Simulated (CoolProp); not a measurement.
Vapour-liquid equilibrium of R113 (1) + n-heptane (2) at 0.316 MPa; x and y are mole fractions of (1).

Computed with CoolProp (multi-fluid Helmholtz-energy mixture model, Marx 1992 and Span 2003; pair parameters Bell 2016).

Task: Give the bubble temperature and the first vapour's composition at x = 0.05, 0.65, 0.95. Is there an azeotrope?

Result: x = 0.05: 136.8 °C, y = 0.152; x = 0.65: 97.8 °C, y = 0.863; x = 0.95: 88.2 °C, y = 0.982. No azeotrope shows between x = 0.05 and 0.95.

The pair parameters rest on a limited set of measurements; away from them the model extrapolates.
